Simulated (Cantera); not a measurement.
Input: 1 mol CS2, 0.03 mol SO2, 0.14 mol O2, equilibrated at 1900 °C and 47.0 mbar.

Cantera equilibrium calculation (NASA polynomials, part measured and part estimated; ideal gas, pure solids and liquids). Candidate condensed phases: C, S; 22 gas species. The numbers say what is thermodynamically allowed, not how fast it happens.

Base state: S2 0.309, CS2 0.274, CO 0.227, CS 0.167, S 0.0231, COS 0.000391 (mole fractions); condensed: gas only.

Q: What changes in the equilibrium state with this change: CS2 replaced by NH3?

A: 
```
species  before     after
-------  ------  --------
H2            0     0.563
N2            0     0.246
H2O           0     0.161
S2        0.309   0.00188
CS2       0.274         0
CO        0.227         0
CS        0.167         0
H             0    0.0167
S        0.0231   0.00181
SH            0   0.00331
H2S           0   0.00203
SO2       <1e-9   0.00116
OH            0  0.000641
```
Further candidate phases: H2O, H2SO4.
